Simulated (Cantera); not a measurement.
Cantera with NASA thermochemical tables; ideal gases at 1 bar, condensed phases pure. Values are per mole of reaction as written; species without (g) are pure solids or liquids, kept so even where they would boil at 1 bar.

Question: Between 300 and 2550 K, where is each reaction favourable under standard conditions?
- 2 TiCl3(g) + 2 Ti2O3 → 3 TiOCl2(g) + 3 TiO(g)

Answer: 
- 2 TiCl3(g) + 2 Ti2O3 → 3 TiOCl2(g) + 3 TiO(g): ΔG° is 2384 kJ at 300 K and 749 kJ at 2550 K; it stays positive (K < 1). ΔH° is 2199 kJ and ΔS° 569 J/K at 2550 K.
